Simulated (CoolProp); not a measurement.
Aqueous calcium chloride as a coolant, 16 % by mass, freezing at -12.3 °C, 1 atm.

Computed with CoolProp (Melinder's fits for secondary coolants).

```json
[
 {"T (°C)": "-9.9", "viscosity (mPa s)": "3.70", "conductivity (W/(m K))": "…", "density (kg/m³)": "1147", "Prandtl number": "…"},
 {"T (°C)": "-2.9", "viscosity (mPa s)": "2.95", "conductivity (W/(m K))": "0.546", "density (kg/m³)": "1146", "Prandtl number": "17.5"},
 {"T (°C)": "4.1", "viscosity (mPa s)": "2.40", "conductivity (W/(m K))": "0.556", "density (kg/m³)": "1145", "Prandtl number": "14.0"},
 {"T (°C)": "11.1", "viscosity (mPa s)": "1.99", "conductivity (W/(m K))": "0.566", "density (kg/m³)": "…", "Prandtl number": "11.5"},
 {"T (°C)": "18.1", "viscosity (mPa s)": "1.67", "conductivity (W/(m K))": "…", "density (kg/m³)": "…", "Prandtl number": "9.53"},
 {"T (°C)": "25.1", "viscosity (mPa s)": "1.43", "conductivity (W/(m K))": "0.587", "density (kg/m³)": "1141", "Prandtl number": "…"},
 {"T (°C)": "32.2", "viscosity (mPa s)": "1.23", "conductivity (W/(m K))": "0.598", "density (kg/m³)": "…", "Prandtl number": "6.85"}
]
```

Q: Complete the blanks.

A: 
- -9.9, conductivity (W/(m K)): 0.535
- -9.9, Prandtl number: 22.2
- 11.1, density (kg/m³): 1144
- 18.1, conductivity (W/(m K)): 0.577
- 18.1, density (kg/m³): 1143
- 25.1, Prandtl number: 8.04
- 32.2, density (kg/m³): 1139
